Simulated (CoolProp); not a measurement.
The fluid at 974.57 K and 0.505 MPa is throttled through a valve to 0.289 MPa with no heat exchange. The same conditions are run with several fluids, on thermodynamics alone (safety and materials aside).

The numbers come from the reference Helmholtz-energy equation of state of each fluid (oxygen: Schmidt 1985; dry air: Lemmon 2000; carbon dioxide: Span 1996; nitrogen: Span 2000; water: Wagner 2002) in CoolProp. Blends and air are pseudo-pure fits.

```
fluid           temperature change (K)  final density (kg/m³)
--------------  ----------------------  ---------------------
oxygen                            +0.1                      ?
dry air                           +0.1                      ?
carbon dioxide                       ?                   1.57
nitrogen                          +0.1                  0.998
water                                ?                      ?
```

**Question.** Some entries are withheld; supply them.

**Answer.** 
- oxygen, final density (kg/m³): 1.14
- dry air, final density (kg/m³): 1.03
- carbon dioxide, temperature change (K): -0.1
- water, temperature change (K): -0.6
- water, final density (kg/m³): 0.643

Above 300 K oxygen's equation is extrapolated.
